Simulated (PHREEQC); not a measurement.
Consider water at 25 °C with 0.0052 mol HNO3, 0.077 mol FeCl3 and 0.11 mol KCl per kg of water. Closed to the air; pH follows from the charge balance.

Computed with PHREEQC (ion-association model, phreeqc.dat).

The ionic strength comes out as 0.398 mol/kgw. What activity coefficients do NO3-, H+, Fe3(OH)4+5, Fe2(OH)2+4, K+ get?

NO3- 0.63, H+ 0.77, Fe3(OH)4+5 0.00039, Fe2(OH)2+4 0.0066, K+ 0.66.

This is a speciation only: nothing precipitates in the calculation. Examples of supersaturated solids here: Hematite (slow to form), Goethite (slow to form). Others may be too. Species that the database lacks are ignored.
